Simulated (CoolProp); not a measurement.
R11 at 293.15 K and 4.1 MPa is throttled through a valve to 1.96 MPa with no heat exchange. Each further row changes one setting.

Computed with CoolProp (reference Helmholtz-energy equation of state, Jacobsen 1992).

| case | temperature change (K) |
|---|---|
| as stated | … |
| outlet pressure 0.588 MPa | … |
| outlet pressure 2.55 MPa | … |

Some entries are withheld; supply them.


- as stated, temperature change (K): +0.9
- outlet pressure 0.588 MPa, temperature change (K): +1.5
- outlet pressure 2.55 MPa, temperature change (K): +0.7
